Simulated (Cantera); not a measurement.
Charge: 1 mol Ta2O5, 4.9 mol C, 2.6 mol CO, at 0.280 bar.

Cantera equilibrium calculation (NASA polynomials, part measured and part estimated; ideal gas, pure solids and liquids). Candidate condensed phases: C, Ta, TaC, Ta2O5; 15 gas species. Mutual solubility and eutectic melting of coexisting phases are not modelled. TaC: taken at fixed stoichiometry. Condensed phases not in the tables: Ta2C, N, O or C dissolved in the metal. Rates play no part.

x: gas mole fraction; n: condensed amount in mol.

| T (K) | x CO | x TaO2 | x CO2 | x TaO | x O | x O2 | x Ta | n C(graphite) | n Ta2O5(s) | n TaC(s) | n Ta2O5(l) | n Ta(s) |
|---|---|---|---|---|---|---|---|---|---|---|---|---|
| 1275 | 0.998 | <1e-12 | 0.00196 | <1e-12 | <1e-12 | <1e-12 | <1e-12 | 4.91 | 1.00 | 0 | 0 | 0 |
| 1375 | 0.999 | <1e-12 | 0.00146 | <1e-12 | <1e-12 | <1e-12 | <1e-12 | 0 | 0.299 | 1.40 | 0 | 0 |
| 1475 | 0.999 | 1.95e-12 | 0.00144 | <1e-12 | <1e-12 | <1e-12 | <1e-12 | 0 | 0.299 | 1.40 | 0 | 0 |
| 1575 | 0.999 | 5.70e-11 | 0.00143 | <1e-12 | <1e-12 | <1e-12 | <1e-12 | 0 | 0.299 | 1.40 | 0 | 0 |
| 1675 | 0.999 | 1.10e-9 | 0.00142 | 1.55e-11 | 8.89e-12 | <1e-12 | <1e-12 | 0 | 0.299 | 1.40 | 0 | 0 |
| 1775 | 0.999 | 1.50e-8 | 0.00142 | 3.37e-10 | 7.67e-11 | <1e-12 | <1e-12 | 0 | 0.299 | 1.40 | 0 | 0 |
| 1875 | 0.999 | 1.54e-7 | 0.00141 | 5.24e-9 | 5.26e-10 | ? | <1e-12 | 0 | 0.299 | 1.40 | 0 | 0 |
| 1975 | 0.999 | 1.23e-6 | 0.00141 | 6.11e-8 | 2.97e-9 | ? | <1e-12 | 0 | 0.299 | 1.40 | 0 | 0 |
| 2075 | 0.999 | 7.79e-6 | 0.00139 | 5.50e-7 | 1.40e-8 | ? | <1e-12 | 0 | 0 | 1.40 | 0.299 | 0 |
| 2175 | 0.999 | 3.67e-5 | 0.00133 | 3.71e-6 | 5.54e-8 | ? | 2.31e-12 | 0 | 0 | 1.40 | 0.299 | 0 |
| 2275 | 0.999 | 0.000149 | 0.00127 | 2.10e-5 | 1.93e-7 | ? | 3.03e-11 | 0 | 0 | 1.40 | 0.298 | 0 |
| 2375 | 0.998 | 0.000532 | 0.00122 | 0.000102 | 6.06e-7 | ? | 3.19e-10 | 0 | 0 | 1.40 | 0.297 | 0 |
| 2475 | 0.997 | 0.00167 | 0.00121 | 0.000410 | 1.79e-6 | ? | 2.56e-9 | 0 | 0 | 0 | 0.0125 | 1.96 |
| 2575 | 0.993 | 0.00435 | 0.00143 | 0.00113 | 5.76e-6 | ? | 1.12e-8 | 0 | 0 | 0 | 0.00300 | 1.95 |

Task: Some entries are withheld; supply them.

Result: 
- 1875, x O2: 1.34e-12
- 1975, x O2: 8.12e-12
- 2075, x O2: 4.06e-11
- 2175, x O2: 1.62e-10
- 2275, x O2: 5.69e-10
- 2375, x O2: 1.79e-9
- 2475, x O2: 5.46e-9
- 2575, x O2: 2.16e-8
